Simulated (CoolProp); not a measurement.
Model: reference Helmholtz-energy equation of state, Younglove 1994, in CoolProp. It is a modified Benedict-Webb-Rubin equation, recast in Helmholtz form.

Problem. For R123, give the phase and the density (kg/m³), cp (kJ/(kg K)), Joule-Thomson coefficient (K/MPa), isothermal compressibility (1/MPa) at 38.65 °C and 7320 kPa; 38.65 °C and 17100 kPa.

Solution. 
- 38.65 °C and 7320 kPa: liquid; density 1450, cp 1.02, Joule-Thomson coefficient -0.323, isothermal compressibility 0.00201
- 38.65 °C and 17100 kPa: liquid; density 1480, cp 1.01, Joule-Thomson coefficient -0.361, isothermal compressibility 0.00168
